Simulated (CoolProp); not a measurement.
A single-stage vapour-compression cycle with C2F6 (R116): evaporating at 199.15 K (dew point), condensing at 239.15 K (bubble point), superheat 0 K, subcooling 8 K, compressor efficiency 0.9, no pressure losses. Each further row changes one setting.

Computed with CoolProp (reference Helmholtz-energy equation of state, Lemmon 2006). It is a short technical equation, of lower accuracy than the large ones.

```
case                              cooling COP  pressure ratio  discharge temperature (K)  refrigerating effect (kJ/kg)  volumetric capacity (kJ/m³)
--------------------------------  -----------  --------------  -------------------------  ----------------------------  ---------------------------
as stated                                3.78            5.31                      242.7                          83.1                          918
evaporating temperature 204.15 K         4.57            4.14                      241.8                          85.6                         1200
condensing temperature 234.15 K          4.50            4.46                      237.6                          88.3                          976
subcooling 13 K                          4.02            5.31                      242.7                          88.3                          976
superheat 10 K                           3.82            5.31                      252.6                          89.4                          932
compressor efficiency 0.8                3.36            5.31                      246.2                          83.1                          918
```
